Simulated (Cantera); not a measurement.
An adiabatic, constant-pressure homogeneous reactor starts with CO : H2 : CH4 : O2 : N2 = 1 : 0.033 : 0.17 : 1.5 : 5.65 (molar parts), at 1075 K and 2.20 bar.

Computed with Cantera and GRI-Mech 3.0 (53 species, 325 reactions).

Predict: time of steepest temperature rise; temperature at 6.00 s; equilibrium temperature; x(CO) at 6.00 s; x(H2) at 6.00 s; x(NO2) at 6.00 s.


| Item | Value |
|---|---|
| time of steepest temperature rise | 3.17 ms |
| temperature at 6.00 s | 2359 K |
| equilibrium temperature | 2359 K |
| x(CO) at 6.00 s | 0.00578 (gas-phase equilibrium 0.00578) |
| x(H2) at 6.00 s | 0.000315 (gas-phase equilibrium 0.000315) |
| x(NO2) at 6.00 s | 9.65e-6 (gas-phase equilibrium 9.65e-6) |
